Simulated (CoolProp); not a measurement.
Aqueous ethanol as a coolant, 60 % by mass, freezing at -44.9 °C, 1 atm.

The numbers come from the Melinder's fits for secondary coolants in CoolProp.

```csv
T (°C),conductivity (W/(m K)),Prandtl number,cp (kJ/(kg K)),density (kg/m³)
-5.3,0.275,83.2,3.260,911.6
-0.9,0.276,…,3.318,908.1
3.6,0.276,…,3.375,904.5
8,0.277,50.5,3.427,900.9
12.4,0.277,43.6,3.475,897.3
16.8,0.278,37.8,3.520,…
21.2,0.278,33.0,3.562,890.1
25.6,0.279,28.9,3.599,886.5
30,0.279,25.3,3.632,882.8
```

**Question.** What belongs in the gaps?

**Answer.** 
- -0.9, Prandtl number: 69.8
- 3.6, Prandtl number: 59.0
- 16.8, density (kg/m³): 893.7
